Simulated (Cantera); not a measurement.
Charge: 1 mol SiC, 1.1 mol H2, 0.005 mol Si, at 140 Pa.

Method: chemical equilibrium by Gibbs-energy minimisation in Cantera with the NASA 1993 tables (ideal gas, pure condensed phases). Candidate condensed phases: C, C6H6, C7H8, C8H18, Si, SiC; 87 gas species. Mutual solubility and eutectic melting of coexisting phases are not modelled. Gases not in the tables: Si2H6 and higher silanes. The numbers say what is thermodynamically allowed, not how fast it happens.

log p: log10 of the partial pressure in bar; n: condensed amount in mol.

```
T (°C)  log p H2  log p H  log p Si  log p SiC2  log p C3  log p Si2C  log p C  n Si(s)  n SiC(s)  n Si(l)  n C(graphite)
------  --------  -------  --------  ----------  --------  ----------  -------  -------  --------  -------  -------------
1175       -2.85    -6.46     -8.53        <-14      <-14      -11.54     <-14  0.00500      1.00        0              0
1325       -2.85        ?         ?           ?      <-14           ?     <-14  0.00491      1.00        0              0
1475       -2.86    -5.07     -5.84      -11.26      <-14       -7.93     <-14        0     1.000  0.00375              0
1625       -2.86    -4.54     -5.23       -9.06      <-14       -6.99   -12.64        0     1.000        0              0
1775       -2.88    -4.09     -5.14       -6.76    -10.55       -6.62   -10.24        0     0.998        0              0
1925       -2.93    -3.72     -4.41       -5.43     -8.63       -5.65    -8.83        0     0.964        0         0.0229
2075       -3.12    -3.47     -3.64       -4.43     -7.40       -4.66    -7.75        0     0.634        0          0.242
2225       -3.43    -3.32     -3.39       -3.97     -6.32       -4.67    -6.79        0         0        0          0.565
2375           ?        ?         ?           ?         ?           ?        ?        0         0        0              ?
2525       -4.01    -3.10     -3.53       -3.79     -4.51       -5.81    -5.19        0         0        0         0.0229
2675       -4.40    -3.07     -3.50       -3.97     -4.27       -6.28    -4.69        0         0        0              0
```

Complete the blanks.


- 1325, log p H: -5.70
- 1325, log p Si: -7.03
- 1325, log p SiC2: -13.41
- 1325, log p Si2C: -9.53
- 2375, log p H2: -3.67
- 2375, log p H: -3.17
- 2375, log p Si: -3.45
- 2375, log p SiC2: -3.86
- 2375, log p C3: -5.36
- 2375, log p Si2C: -5.24
- 2375, log p C: -5.94
- 2375, n C(graphite): 0.390
